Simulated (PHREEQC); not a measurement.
**Brackish or sea water**

A made-up water analysis in mg/kgw, 20 °C, pH 7.2:

```csv
constituent,mg/kgw
Na,4000
K,3120
Ca,345
Mg,640
Cl,8880
S(6) as SO4,2770
Alkalinity as HCO3,1.44
```

Valence states are taken as typed.

The numbers come from PHREEQC with the Pitzer model, pitzer.dat.

No solid was allowed to form.

Question: Estimate the activity of water, charge-balance error.

Answer: activity of water 0.991; charge-balance error 2.5 %.

Question: In which forms is C present?

Answer: HCO3- 91 %, CO2 8.9 % of the C.

Complexes and solids missing from the database can't appear.
